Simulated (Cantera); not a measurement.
Charge: 1 mol Fe2O3, 1.9 mol CO, held at 1323.15 K and 3.83 Torr.

Method: chemical equilibrium by Gibbs-energy minimisation in Cantera with the NASA 1993 tables (ideal gas, pure condensed phases). Candidate condensed phases: C, Fe, Fe(CO)5, FeO, Fe2O3, Fe3O4; 15 gas species. The tables' stoichiometric FeO is somewhat more stable than real wüstite, so its field is too wide. FeO: taken at fixed stoichiometry. Equilibrium is a limit: real reactors are often held back by kinetics, nucleation or transport.

Base state: CO2 0.526, CO 0.474 (mole fractions); condensed: FeO(s).

### Question
What changes in the equilibrium state with this change: Fe2O3 replaced by SiO2?

### Answer
| species | before | after |
|---|---|---|
| CO | 0.474 | 1.000 |
| CO2 | 0.526 | 2.32e-5 |
| SiO | 0 | 2.32e-5 |
| FeO(s), mol | 2.00 | 0 |
| SiO2(β-quartz), mol | 0 | 1.000 |
The tables hold silica as quartz up to 1696 K and as liquid above; real silica turns to tridymite and cristobalite and melts near 1996 K. Further candidate phases: Si, SiC, SiO2.

### Question
What changes in the equilibrium state with this change: 0.44 mol O2 added?

### Answer
| species | before | after |
|---|---|---|
| CO2 | 0.526 | 0.950 |
| CO | 0.474 | 0.0502 |
| FeO(s), mol | 2.00 | 1.77 |
| Fe3O4(s), mol | 0 | 0.0753 |
Mutual solubility and eutectic melting of coexisting phases are not modelled.
